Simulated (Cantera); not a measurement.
What does this Cantera script print?

```python
import numpy as np
import cantera as ct

gas = ct.Solution("gri30.yaml")


def delay(T, t_max=10):
    gas.TPX = T, 2300000, {'CH4': 1, 'H2': 0.054, 'O2': 5.07, 'N2': 19.1}
    reactor = ct.IdealGasConstPressureReactor(gas, clone=False)
    net = ct.ReactorNet([reactor])
    net.rtol, net.atol = 1e-8, 1e-16
    while net.time < t_max:
        t_old, T_old = net.time, reactor.T
        net.step()
        if reactor.T > T + 400:  # ignition: a rise of 400 K
            return t_old + (T + 400 - T_old) / (reactor.T - T_old) * (net.time - t_old)
    return np.nan


taus = []
for T in [1100, 1150, 1200, 1250, 1300, 1350, 1400]:
    taus.append(delay(T))
    print(f"T0 = {T:6g} K   tau = {taus[-1]:.4e} s")
```

It prints:

```
T0 =   1100 K   tau = 3.6337e-03 s
T0 =   1150 K   tau = 1.8191e-03 s
T0 =   1200 K   tau = 9.7871e-04 s
T0 =   1250 K   tau = 5.5792e-04 s
T0 =   1300 K   tau = 3.3271e-04 s
T0 =   1350 K   tau = 2.0547e-04 s
T0 =   1400 K   tau = 1.3051e-04 s
```

Cantera simulation using GRI-Mech 3.0 (53 species, 325 reactions); the numbers are that mechanism's predictions, not measurements. The pressure lies above the range GRI-Mech 3.0 was tuned for (to about 10 atm).
